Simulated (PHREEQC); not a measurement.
0.087 g of hydrous ferric oxide (600 m²/g; 0.2 weak and 0.005 strong sites per Fe, Dzombak-Morel constants, diffuse double layer) in 1 kg of water with 0.05 mol/kgw of an inert sodium salt and 2.7e-06 mol Na2SO4 and 0.00057 mol ZnCl2, at 25 °C; the pH is set by adding NaOH or the inert anion's acid. Oxygen is held at 0.21 atm. CO2 from the air is kept out. Precipitation was switched off in this run.

Base run: PHREEQC, ion-association model, wateq4f.dat. Each further column changes one thing. The table gives S sorbed (%).

```csv
pH,base,no electrostatic term (-no_edl),background salt from 0.05 to 0.005 mol/kgw,oxide from 0.087 to 0.43 g/kgw,0.0007 mol/kgw MgCl2 added
3,99.0,0.0,100.0,99.8,98.9
4,98.4,0.0,99.9,___,98.2
4.5,96.8,0.0,99.8,99.4,96.5
5.5,78.0,0.0,___,___,76.8
6.5,28.1,0.0,61.7,___,26.9
7.5,11.6,0.0,___,___,11.1
8,4.8,0.0,___,10.8,4.6
9,0.3,0.0,0.5,0.5,0.3
```

**Question.** Fill in the missing entries.

**Answer.** 
- 4, oxide from 0.087 to 0.43 g/kgw: 99.7
- 5.5, background salt from 0.05 to 0.005 mol/kgw: 95.8
- 5.5, oxide from 0.087 to 0.43 g/kgw: 95.0
- 6.5, oxide from 0.087 to 0.43 g/kgw: 64.2
- 7.5, background salt from 0.05 to 0.005 mol/kgw: 27.9
- 7.5, oxide from 0.087 to 0.43 g/kgw: 27.2
- 8, background salt from 0.05 to 0.005 mol/kgw: 12.0

In at least one series the solution becomes supersaturated in solids that the run did not let form, among them Zn(OH)2-a, Zn4(OH)6SO4, Zn5(OH)8Cl2. The oxide is taken as insoluble; below pH 4 it would dissolve.
